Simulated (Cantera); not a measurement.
Equilibrium for boron, boron nitride and boron oxide: B₂O₃ + NH₃ + H₂

A closed system holds: 1 mol B₂O₃, 2.7 mol NH₃, 1.5 mol H₂, held at 27.0 mbar.

These are equilibrium values from Cantera (NASA tables, ideal gas, pure condensed phases), not measurements of a reactor. Candidate condensed phases: B, BN, B₂O₃, B₃O₃H₃, H₂O; 39 gas species. Mutual solubility and eutectic melting of coexisting phases are not modelled. Kinetics and transport are ignored.

From 898 K to 1498 K the condensed part is BN(s) + B₂O₃(l). At 1648 K the condensed part is B₂O₃(l). From 1798 K to 2398 K nothing is condensed. The main B-bearing gas is (HBO₂)₃ at 898 K and B₂O₃ at 2398 K.

```
T (K)  log p H₂  log p N₂  log p B₂O₃  log p H  log p HBO₂  log p BO  log p HBO  log p H₂O  n BN(s)  n B₂O₃(l)
-----  --------  --------  ----------  -------  ----------  --------  ---------  ---------  -------  ---------
898       -1.66     -2.28        <-13   -10.79       -7.83      <-13     -11.07      -4.42  0.00644      0.997
1048      -1.66     -2.28      -10.52    -8.94       -6.39      <-13      -8.62      -4.44  0.00616      0.997
1198      -1.66     -2.28       -8.06    -7.55       -5.33    -11.05      -6.81      -4.47  0.00612      0.996
1348      -1.66     -2.28       -6.18    -6.47       -4.52     -8.69      -5.40      -4.50  0.00757      0.992
1498      -1.67     -2.28       -4.68    -5.60       -3.89     -6.80      -4.29      -4.54   0.0114      0.966
1648      -1.69     -2.29       -3.47    -4.89       -3.38     -5.29      -3.41      -4.56        0      0.794
1798      -1.75     -2.34       -2.69    -4.33       -2.89     -4.34      -3.01      -4.22        0          0
1948      -1.76     -2.34       -2.73    -3.83       -2.85     -3.85      -2.96      -3.98        0          0
2098      -1.77     -2.34       -2.78    -3.40       -2.81     -3.44      -2.94      -3.76        0          0
2248      -1.79     -2.35       -2.86    -3.03       -2.79     -3.12      -2.95      -3.56        0          0
2398      -1.82     -2.36       -2.96    -2.71       -2.79     -2.87      -3.00      -3.37        0          0
```
log p: log10 of the partial pressure in bar; n: condensed amount in mol.
